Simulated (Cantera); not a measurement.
**Adiabatic ignition**

An adiabatic, constant-volume homogeneous reactor starts with 45.7 % H2, 11.4 % O2, 42.9 % N2, at 1575 K and 0.434 atm.

Detailed kinetics in Cantera: the H2/O2 subset of GRI-Mech 3.0, which has no nitrogen chemistry.

```
t (s)     T (K)  P (bar)   x H2     x O2   x H2O2     x H2O    x HO2     x OH       x H
--------  -----  -------  -----  -------  -------  --------  -------  -------  --------
2.00e-6    1575    0.440  0.457    0.114  9.46e-9   4.01e-7  6.82e-7  7.04e-8   1.03e-6
5.00e-6    1575    0.440  0.457    0.114  4.91e-8   5.62e-6  1.70e-6  5.03e-7   6.84e-6
1.25e-5    1575    0.440  0.456    0.114  2.41e-7  0.000363  5.90e-6  2.51e-5  0.000337
3.13e-5    1847    0.512  0.174  0.00549  3.56e-7     0.195  1.76e-6   0.0140     0.169
7.83e-5    2268    0.612  0.199  0.00348  1.14e-7     0.202  1.09e-6   0.0192     0.123
0.000196   2691    0.706  0.221  0.00180  7.60e-8     0.215  9.49e-7   0.0198    0.0802
0.000490   2878    0.745  0.230  0.00116  9.34e-8     0.223  9.48e-7   0.0180    0.0617
0.00123    2884    0.746  0.230  0.00114  9.42e-8     0.223  9.46e-7   0.0179    0.0611
0.00306    2884    0.746  0.230  0.00114  9.42e-8     0.223  9.46e-7   0.0179    0.0611
0.00766    2884    0.746  0.230  0.00114  9.42e-8     0.223  9.46e-7   0.0179    0.0611
0.0192     2884    0.746  0.230  0.00114  9.42e-8     0.223  9.46e-7   0.0179    0.0611
0.0480     2884    0.746  0.230  0.00114  9.42e-8     0.223  9.46e-7   0.0179    0.0611
0.120      2884    0.746  0.230  0.00114  9.42e-8     0.223  9.46e-7   0.0179    0.0611
0.300      2884    0.746  0.230  0.00114  9.42e-8     0.223  9.46e-7   0.0179    0.0611
```
x: mole fraction; the columns are a selection and need not sum to one.

The time of steepest temperature rise is 25.1 µs. The temperature at 0.300 s is 2884 K. The equilibrium temperature is 2884 K. The x(H2) at 0.300 s comes out as 0.230 (gas-phase equilibrium 0.230). The x(O2) at 0.300 s is 0.00114 (gas-phase equilibrium 0.00114) and the x(H2O2) at 0.300 s is 9.42e-8 (gas-phase equilibrium 9.42e-8).
